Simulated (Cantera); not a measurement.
Hydrocarbon pyrolysis for carbon deposition

A perfectly stirred reactor is fed with 31.2 % CH4, 68.8 % N2, at 0.110 bar; it is held at 1848 K, and followed from long to short residence time.

Model: GRI-Mech 3.0 (53 species, 325 reactions), integrated in Cantera. GRI-Mech 3.0 stops at C3 and has no aromatics, soot or wall deposition, so with more carbon than oxygen in the feed, carbon stays in small species such as C2H2 where larger ones or solid carbon would form.

```csv
τ (s),x CH4,x C2H,x CH3,x C2H6,x CH2,x C2H2,x H
22,0.00189,3.34e-6,0.000101,6.74e-8,3.07e-7,0.118,0.000940
5.3,0.00393,3.21e-6,0.000202,2.75e-7,5.87e-7,0.117,0.000905
1.3,0.00843,2.97e-6,0.000406,1.15e-6,1.07e-6,0.115,0.000835
0.30,0.0193,2.56e-6,0.000831,5.12e-6,1.85e-6,0.111,0.000722
0.073,0.0430,2.07e-6,0.00161,2.08e-5,2.88e-6,0.101,0.000585
0.017,0.0919,1.47e-6,0.00300,7.71e-5,4.19e-6,0.0805,0.000424
0.0042,0.169,7.84e-7,0.00475,0.000204,5.34e-6,0.0459,0.000248
0.0010,0.269,1.16e-7,0.00507,0.000237,4.06e-6,0.00686,6.31e-5
```
x: mole fraction; the columns are a selection and need not sum to one.
